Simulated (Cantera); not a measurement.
A closed system holds: 1 mol B, 12 mol NH3, 4.9 mol H2O, held at 1552 °C and 1330 Pa.

These are equilibrium values from Cantera (NASA tables, ideal gas, pure condensed phases), not measurements of a reactor. Candidate condensed phases: B, BN, B2O3, B3O3H3, H2O; 39 gas species. Equilibrium is a limit: real reactors are often held back by kinetics, nucleation or transport.

Base state: H2 0.660, N2 0.204, H2O 0.0999, HBO2 0.0317, H 0.00310, B2O3 0.000779, HBO 0.000599, BO 4.87e-5 (mole fractions); condensed: gas only.

Problem. What changes in the equilibrium state with this change: B replaced by BCl3?

Solution. 
```tsv
species	before	after
H2	0.660	0.580
N2	0.204	0.194
HCl	0	0.0965
HBO2	0.0317	0.0302
H2O	0.0999	0.0951
Cl	0	0.000369
BOCl	0	9.01e-5
```
The tables' values for BOCl are old estimates; treat these amounts as uncertain. Further candidate phases: NH4Cl.
